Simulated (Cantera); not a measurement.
An adiabatic, constant-volume homogeneous reactor starts with CH₄ : O₂ : N₂ : CO₂ = 1 : 6.67 : 25.1 : 2.3 (molar parts), at 1323 K and 4.54 atm.

Computed with Cantera and GRI-Mech 3.0 (53 species, 325 reactions).

Predict: time of steepest temperature rise; temperature at 3.00 s; equilibrium temperature; x(O₂) at 3.00 s; x(CO₂) at 3.00 s; x(NO) at 3.00 s.


```
Property                                                             Value
---------------------------------  ---------------------------------------
time of steepest temperature rise                                  1.51 ms
temperature at 3.00 s                                               2053 K
equilibrium temperature                                             2053 K
x(O₂) at 3.00 s                        0.130 (gas-phase equilibrium 0.130)
x(CO₂) at 3.00 s                     0.0939 (gas-phase equilibrium 0.0939)
x(NO) at 3.00 s                    0.00661 (gas-phase equilibrium 0.00661)
```
